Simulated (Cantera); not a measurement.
Adiabatic ignition

An adiabatic, constant-volume homogeneous reactor starts with 1.98 % C3H8, 20.6 % O2, 77.5 % N2, equivalence ratio 0.48, at 1498 K and 0.730 bar.

Computed with Cantera and GRI-Mech 3.0 (53 species, 325 reactions). GRI-Mech 3.0 was tuned for natural gas; its chemistry of propane as a main component is partial and can be far from experiment.

```json
[
 {"t (s)": "2.00e-6", "T (K)": "1497", "P (bar)": "0.730", "x C3H8": "0.0197", "x O2": "0.205", "x NO": "<1e-12", "x C2H2": "6.44e-10", "x CH2": "2.67e-9"},
 {"t (s)": "9.25e-6", "T (K)": "1493", "P (bar)": "0.728", "x C3H8": "0.0191", "x O2": "0.205", "x NO": "<1e-12", "x C2H2": "1.45e-7", "x CH2": "9.28e-8"},
 {"t (s)": "4.28e-5", "T (K)": "1497", "P (bar)": "0.735", "x C3H8": "0.0140", "x O2": "0.201", "x NO": "7.45e-11", "x C2H2": "2.22e-5", "x CH2": "1.16e-6"},
 {"t (s)": "0.000198", "T (K)": "2417", "P (bar)": "1.23", "x C3H8": "<1e-12", "x O2": "0.102", "x NO": "0.000181", "x C2H2": "<1e-12", "x CH2": "<1e-12"},
 {"t (s)": "0.000917", "T (K)": "2591", "P (bar)": "1.30", "x C3H8": "<1e-12", "x O2": "0.101", "x NO": "0.00223", "x C2H2": "<1e-12", "x CH2": "<1e-12"},
 {"t (s)": "0.00424", "T (K)": "2580", "P (bar)": "1.30", "x C3H8": "<1e-12", "x O2": "0.0980", "x NO": "0.00921", "x C2H2": "<1e-12", "x CH2": "<1e-12"},
 {"t (s)": "0.0196", "T (K)": "2568", "P (bar)": "1.29", "x C3H8": "<1e-12", "x O2": "0.0945", "x NO": "0.0165", "x C2H2": "<1e-12", "x CH2": "<1e-12"},
 {"t (s)": "0.0908", "T (K)": "2567", "P (bar)": "1.29", "x C3H8": "<1e-12", "x O2": "0.0944", "x NO": "0.0169", "x C2H2": "<1e-12", "x CH2": "<1e-12"},
 {"t (s)": "0.420", "T (K)": "2567", "P (bar)": "1.29", "x C3H8": "<1e-12", "x O2": "0.0944", "x NO": "0.0169", "x C2H2": "<1e-12", "x CH2": "<1e-12"},
 {"t (s)": "1.95", "T (K)": "2567", "P (bar)": "1.29", "x C3H8": "<1e-12", "x O2": "0.0944", "x NO": "0.0169", "x C2H2": "<1e-12", "x CH2": "<1e-12"},
 {"t (s)": "9.00", "T (K)": "2567", "P (bar)": "1.29", "x C3H8": "<1e-12", "x O2": "0.0944", "x NO": "0.0169", "x C2H2": "<1e-12", "x CH2": "<1e-12"}
]
```
x: mole fraction; the columns are a selection and need not sum to one.

The time of steepest temperature rise is 85.0 µs. The temperature at 9.00 s comes out as 2567 K, the equilibrium temperature comes out as 2567 K and the x(C3H8) at 9.00 s is <1e-12 (gas-phase equilibrium <1e-12). The x(O2) at 9.00 s is 0.0944 (gas-phase equilibrium 0.0944) and the x(NO) at 9.00 s is 0.0169 (gas-phase equilibrium 0.0169).
